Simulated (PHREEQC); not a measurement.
Hard or scaling water (model solution)

Consider water at 36 °C with 0.018 mol MgCl2, 0.014 mol CO2 and 0.017 mol MgSO4 per kg of water. Closed to the air; pH follows from the charge balance.

All values are PHREEQC results (Pitzer model, pitzer.dat), not measurements.

Each row changes one thing in this solution. This is a speciation only: nothing precipitates in the calculation.

```
case                                  pH  HSO4- (mol/kgw)  MgOH+ (mol/kgw)  SI of Epsomite (MgSO4:7H2O)  SI of Hexahydrite (MgSO4:6H2O)
----------------------------------  ----  ---------------  ---------------  ---------------------------  ------------------------------
as made                             4.15          4.72e-5         8.06e-10                        -2.57                           -2.75
CO2 left out                        6.67          1.42e-7              ___                          ___                           -2.75
temperature from 36 to 45 °C        4.16              ___              ___                        -2.65                           -2.75
CO2 from 0.014 to 0.0126 mol/kgw    4.17          4.47e-5         8.50e-10                        -2.57                           -2.75
temperature from 36 to 25 °C        4.15          3.54e-5              ___                        -2.47                           -2.75
MgCl2 from 0.018 to 0.0018 mol/kgw  4.18          5.70e-5         5.07e-10                        -2.68                           -2.85
```

**Question.** Complete the blanks.

**Answer.** 
- CO2 left out, MgOH+ (mol/kgw): 2.66e-7
- CO2 left out, SI of Epsomite (MgSO4:7H2O): -2.58
- temperature from 36 to 45 °C, HSO4- (mol/kgw): 5.81e-5
- temperature from 36 to 45 °C, MgOH+ (mol/kgw): 1.64e-9
- temperature from 36 to 25 °C, MgOH+ (mol/kgw): 3.29e-10

Complexes and solids missing from the database can't appear. At this temperature some constants are extrapolated from 25 °C, and those without enthalpy data are left unchanged.
